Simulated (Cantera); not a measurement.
Feed: 1 mol SiHCl3, 0.16 mol CH4, 75 mol H2, at 1723 K and 1.33 mbar.

Equilibrium computed with Cantera from the NASA thermochemical tables; the gas is ideal and each condensed phase is pure. Candidate condensed phases: C, C6H6, C7H8, C8H18, Si, SiC; 109 gas species. Mutual solubility and eutectic melting of coexisting phases are not modelled. The tables' values for SiCl are old estimates; treat these amounts as uncertain. Gases not in the tables: Si2H6 and higher silanes. The numbers say what is thermodynamically allowed, not how fast it happens.

Base state: H2 0.959, HCl 0.0313, H 0.00489, SiCl2 0.00354, Si 0.000738, Cl 0.000124, SiCl 0.000120, SiH 3.79e-5 (mole fractions); condensed: Si(l) + SiC(s).

### Question
What changes in the equilibrium state with this change: H2 from 75 to 21 mol?

### Answer
```csv
species,before,after
H2,0.959,0.891
HCl,0.0313,0.0790
SiCl2,0.00354,0.0242
SiCl3,2.98e-6,5.32e-5
Cl,0.000124,0.000324
SiCl,0.000120,0.000314
"Si(l), mol",0.493,0.246
"SiC(s), mol",0.160,0.160
```
The tables' values for SiCl, SiCl3 are old estimates; treat these amounts as uncertain.

### Question
What changes in the equilibrium state with this change: pressure from 1.33 mbar to 0.560 bar?

### Answer
```csv
species,before,after
H2,0.959,0.965
HCl,0.0313,0.0314
SiCl2,0.00354,0.00354
H,0.00489,0.000239
Si,0.000738,1.76e-6
SiH2Cl2,3.28e-8,1.39e-5
SiHCl3,2.96e-8,1.25e-5
"Si(l), mol",0.493,0.557
"SiC(s), mol",0.160,0.159
```
The tables' values for SiCl3 are old estimates; treat these amounts as uncertain.
